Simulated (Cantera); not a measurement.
Feed: 1 mol B, 1.5 mol O2, held at 1850 K and 2100 Pa.

Cantera equilibrium calculation (NASA polynomials, part measured and part estimated; ideal gas, pure solids and liquids). Candidate condensed phases: B, B2O3; 10 gas species. Rates play no part.

Base state: O2 0.654, B2O3 0.321, BO2 0.0246, O 0.00108, BO 1.06e-5 (mole fractions); condensed: B2O3(l).

### Question
What changes in the equilibrium state with this change: B replaced by BF3?

### Answer
```json
[
 {"species": "O2", "before": "0.654", "after": "0.596"},
 {"species": "BF3", "before": "0", "after": "0.396"},
 {"species": "F", "before": "0", "after": "0.00493"},
 {"species": "B2O3", "before": "0.321", "after": "<1e-9"},
 {"species": "BO2", "before": "0.0246", "after": "6.64e-8"},
 {"species": "BOF", "before": "0", "after": "0.00242"},
 {"species": "BOF2", "before": "0", "after": "8.59e-5"},
 {"species": "BO", "before": "1.06e-5", "after": "<1e-9"},
 {"species": "O", "before": "0.00108", "after": "0.00103"},
 {"species": "B2O3(l), mol", "before": "0.122", "after": "0"}
]
```

### Question
What changes in the equilibrium state with this change: pressure from 2100 Pa to 133 Pa?

### Answer
```
species        before    after
------------  -------  -------
O2              0.654    0.576
B2O3            0.321    0.369
BO2            0.0246   0.0510
BO            1.06e-5  9.30e-5
O             0.00108  0.00401
B2O3(l), mol    0.122        0
```
